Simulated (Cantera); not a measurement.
An adiabatic, constant-volume homogeneous reactor starts with CH3OH : O2 : N2 : H2O = 1 : 0.833 : 3.13 : 0.31 (molar parts), at 1625 K and 760 Torr. Integrator tolerance rtol = 1e-08.

Model: GRI-Mech 3.0 (53 species, 325 reactions), integrated in Cantera. GRI-Mech 3.0 was tuned for natural gas; its chemistry of methanol as a main component is partial and can be far from experiment.

**Question.** What does this change do: pressure from 760 Torr to 240 Torr?

**Answer.** 
```json
[
 {"quantity": "time of steepest temperature rise", "before": "46.9 µs", "after": "0.138 ms"},
 {"quantity": "temperature at 2.00 s", "before": "2850 K", "after": "2757 K"},
 {"quantity": "equilibrium temperature", "before": "2850 K", "after": "2757 K"},
 {"quantity": "x(CH3OH) at 2.00 s", "before": "<1e-12 (gas-phase equilibrium <1e-12)", "after": "<1e-12 (gas-phase equilibrium <1e-12)"},
 {"quantity": "x(O2) at 2.00 s", "before": "0.00193 (gas-phase equilibrium 0.00193)", "after": "0.00286 (gas-phase equilibrium 0.00286)"},
 {"quantity": "x(H2O) at 2.00 s", "before": "0.237 (gas-phase equilibrium 0.237)", "after": "0.230 (gas-phase equilibrium 0.230)"},
 {"quantity": "x(OH) at 2.00 s", "before": "0.0147 (gas-phase equilibrium 0.0147)", "after": "0.0171 (gas-phase equilibrium 0.0171)"},
 {"quantity": "x(CH4) at 2.00 s", "before": "1.82e-12 (gas-phase equilibrium 2.15e-12)", "after": "<1e-12 (gas-phase equilibrium <1e-12)"}
]
```

**Question.** What does this change do: constant pressure in place of constant volume?

**Answer.** 
```json
[
 {"quantity": "time of steepest temperature rise", "before": "46.9 µs", "after": "54.5 µs"},
 {"quantity": "temperature at 2.00 s", "before": "2850 K", "after": "2652 K"},
 {"quantity": "equilibrium temperature", "before": "2850 K", "after": "2652 K"},
 {"quantity": "x(CH3OH) at 2.00 s", "before": "<1e-12 (gas-phase equilibrium <1e-12)", "after": "<1e-12 (gas-phase equilibrium <1e-12)"},
 {"quantity": "x(O2) at 2.00 s", "before": "0.00193 (gas-phase equilibrium 0.00193)", "after": "0.000935 (gas-phase equilibrium 0.000935)"},
 {"quantity": "x(H2O) at 2.00 s", "before": "0.237 (gas-phase equilibrium 0.237)", "after": "0.246 (gas-phase equilibrium 0.246)"},
 {"quantity": "x(OH) at 2.00 s", "before": "0.0147 (gas-phase equilibrium 0.0147)", "after": "0.00915 (gas-phase equilibrium 0.00915)"},
 {"quantity": "x(CH4) at 2.00 s", "before": "1.82e-12 (gas-phase equilibrium 2.15e-12)", "after": "<1e-12 (gas-phase equilibrium <1e-12)"}
]
```
